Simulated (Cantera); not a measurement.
Input: 1 mol CH₃SiCl₃, 53 mol H₂, at 1798 K and 12.8 Torr.

Equilibrium computed with Cantera from the NASA thermochemical tables; the gas is ideal and each condensed phase is pure. Candidate condensed phases: C, C₆H₆, C₇H₈, C₈H₁₈, Si, SiC; 109 gas species. The feed counts by its element totals alone. The numbers say what is thermodynamically allowed, not how fast it happens.

Base state: H₂ 0.944, HCl 0.0529, H 0.00262, SiCl₂ 0.000250, C₂H₂ (acetylene) 0.000125, Cl 0.000113, CH₄ 1.03e-5 (mole fractions); condensed: SiC(s).

Task: What changes in the equilibrium state with this change: H₂ from 53 to 2.9 mol?

Result: 
```tsv
species	before	after
H₂	0.944	0.521
HCl	0.0529	0.446
SiCl₂	0.000250	0.0283
SiCl₄	5.29e-9	7.72e-5
SiCl₃	9.05e-7	0.00116
SiHCl₃	2.36e-8	2.25e-5
SiC(s), mol	0.985	0.825
C(graphite), mol	0	0.174
```
The tables' values for SiCl₃, SiCl are old estimates; treat these amounts as uncertain.

Task: What changes in the equilibrium state with this change: temperature from 1798 K to 1625 K?

Result: 
```tsv
species	before	after
H₂	0.944	0.946
HCl	0.0529	0.0533
H	0.00262	0.000526
SiCl₂	0.000250	0.000120
Cl	0.000113	2.33e-5
C₂H₂ (acetylene)	0.000125	3.36e-5
SiC(s), mol	0.985	0.993
C(graphite), mol	0	0.00178
```

Task: What changes in the equilibrium state with this change: temperature from 1798 K to 2473.15 K?

Result: 
```csv
species,before,after
H₂,0.944,0.780
H,0.00262,0.151
HCl,0.0529,0.0420
Si,4.94e-6,0.0123
SiC₂,5.46e-8,0.00219
C₂H,3.02e-9,7.34e-5
Si₂,<1e-9,1.70e-5
"SiC(s), mol",0.985,0
```
The tables' values for SiCl are old estimates; treat these amounts as uncertain. Gases not in the tables: Si₂H₆ and higher silanes.
